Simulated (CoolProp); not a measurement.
R114 along the isotherm 150.55 °C: density (kg/m³) from the reference equation and from simpler models built on Tc = 147.5 °C, pc = 3.352 MPa, ω = 0.252; each cubic takes its own stable root.

The numbers come from the reference Helmholtz-energy equation of state, Platzer 1990 in CoolProp. This equation is an older, rougher fit; its heat capacities, sound speeds and derivatives of the liquid may be far off and weren't checked against measurements.

```tsv
p (MPa)	phase	reference	ideal gas	Redlich-Kwong
0.053	gas	2.585	2.571	2.585
0.0825	gas	4.036	4.003	4.036
0.129	gas	6.340	6.259	6.341
0.2	gas	9.901	9.704	9.903
0.312	gas	15.63	15.14	15.63
0.485	gas	24.76	23.53	24.76
0.755	gas	39.77	36.63	39.77
1.18	gas	65.67	57.25	65.63
1.83	gas	112.9	88.79	112.5
2.85	gas	228.2	138.3	223.8
4.44	supercritical	890.5	215.4	778.7
6.91	supercritical	1018	335.3	931.3
10.8	supercritical	1104	524.0	1047
16.8	supercritical	1179	815.1	1151
```
